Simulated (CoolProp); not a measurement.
Values from CoolProp's reference Helmholtz-energy equation of state, Aleksandrov 2011. It is a short technical equation, of lower accuracy than the large ones.

Q: For n-undecane, give the phase and the density (kg/m³), cp (kJ/(kg K)), speed of sound (m/s), Joule-Thomson coefficient (K/MPa) at 502.7 K and 28.4 bar.

A: 
- 502.7 K and 28.4 bar: liquid; density 576, cp 3.00, speed of sound 607, Joule-Thomson coefficient -0.108
